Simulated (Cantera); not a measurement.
What does this Cantera script print?

```python
import numpy as np
import cantera as ct

gas_names = """
    CL CLO CL2 Cs CsCL CsO CsOH Cs2 Cs2CL2 Cs2O Cs2O2H2 H HCL HOCL HO2 H2 H2O H2O2 O OH O2 O3
""".split()
cond_names = """
    Cs(cr) Cs(L) CsCL(a) CsCL(b) CsCL(L) CsOH(a) CsOH(b) CsOH(c) CsOH(L) H2O(s) H2O(L)
""".split()


# ... load() reads the species with a 1 bar reference pressure and builds the phases ...
atoms = {
    'CsCl': {'Cs': 1, 'CL': 1},
    'H2O': {'H': 2, 'O': 1},
    'H2': {'H': 2},
}
top_T = {}  # K; cautious upper limits of use, not melting points


# ... equilibrate(T, P, feed) seeds the gas with the atoms and calls Mixture.equilibrate('TP', solver="vcs", rtol=1e-11, max_steps=5000) ...
results = []
feed = {'CsCl': 1, 'H2O': 0.33, 'H2': 0.29}  # mol
P = 10000  # Pa
for T in [873, 1023, 1173, 1323, 1473, 1623, 1773]:
    mix = equilibrate(T, P, feed)
    results.append((T, P, feed, dict(zip(mix.species_names, mix.species_moles))))

top = {s: max(r[3][s] / sum(r[3][g] for g in gas_names) for r in results) for s in gas_names}
cols = sorted((s for s in top if top[s] > 1e-05), key=lambda s: -top[s])[:6]
seen = [c for c in cond_names if any(r[3].get(c, 0) > 1e-12 for r in results)]
print("log10 of partial pressures in bar; condensed amounts in mol")
print(f"{'T/K':>10s}" + "".join(f"{s[:9]:>10s}" for s in cols + seen))
for T, P, feed, n in results:
    ng = sum(n[g] for g in gas_names)
    print(f"{T:10.4g}" + "".join(f"{np.log10(max(n[s] / ng * P / 1e5, 1e-99)):10.3f}" for s in cols)
          + "".join(f"{n.get(c, 0):10.4g}" for c in seen))
```

Output:

```
log10 of partial pressures in bar; condensed amounts in mol
       T/K      CsCL       H2O        H2    Cs2CL2       HCL      CsOH   CsCL(b)   CsCL(L)
       873    -4.478    -1.274    -1.330    -4.776    -6.762    -6.762    0.9996         0
      1023    -2.953    -1.281    -1.337    -3.258    -5.406    -5.409         0     0.986
      1173    -1.890    -1.362    -1.418    -2.268    -4.465    -4.477         0      0.82
      1323    -1.320    -1.652    -1.706    -2.001    -3.962    -4.004         0         0
      1473    -1.241    -1.682    -1.735    -2.533    -3.634    -3.726         0         0
      1623    -1.222    -1.694    -1.745    -3.054    -3.368    -3.528         0         0
      1773    -1.219    -1.699    -1.751    -3.511    -3.136    -3.380         0         0
```

These are equilibrium values from Cantera (NASA tables, ideal gas, pure condensed phases), not measurements of a reactor.
